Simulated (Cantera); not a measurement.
**Stirred combustor or abatement burner**

A perfectly stirred reactor is fed with 5.57 % C2H4, 17.6 % O2, 66.3 % N2, 10.6 % H2O, equivalence ratio 0.95, at 1300000 Pa; it is adiabatic with a 648 K inlet, and is followed from long to short residence time, starting on the burning branch (τ in s: 0.026, 0.01, 0.004, 0.0016, 0.00063, 0.00025, 9.7e-05, 3.8e-05, 1.5e-05, 5.9e-06).

Computed with Cantera and GRI-Mech 3.0 (53 species, 325 reactions). GRI-Mech 3.0 was tuned for natural gas; its chemistry of ethylene as a main component is partial and can be far from experiment. The pressure lies above the range GRI-Mech 3.0 was tuned for (to about 10 atm).

```csv
τ (s),T (K),x C2H4,x O2,x H2O,x CH2,x H2,x NO2,x CO
0.026,2413,4.52e-7,0.0108,0.212,2.64e-8,0.00225,2.33e-6,0.00661
0.010,2413,1.15e-6,0.0112,0.211,6.82e-8,0.00230,1.76e-6,0.00677
0.0040,2410,2.76e-6,0.0118,0.211,1.67e-7,0.00242,1.21e-6,0.00716
0.0016,2402,6.52e-6,0.0127,0.211,4.00e-7,0.00269,8.13e-7,0.00807
0.00063,2383,1.50e-5,0.0140,0.209,9.36e-7,0.00325,5.78e-7,0.00988
0.00025,2352,3.25e-5,0.0160,0.207,2.06e-6,0.00418,4.43e-7,0.0129
9.7e-5,2303,6.94e-5,0.0190,0.205,4.40e-6,0.00554,3.39e-7,0.0174
3.8e-5,2234,0.000149,0.0234,0.201,8.89e-6,0.00722,2.46e-7,0.0236
1.5e-5,2136,0.000348,0.0301,0.196,1.74e-5,0.00899,1.59e-7,0.0326
5.9e-6,1934,0.00145,0.0473,0.190,3.36e-5,0.0105,5.49e-8,0.0510
```
x: mole fraction; the columns are a selection and need not sum to one.
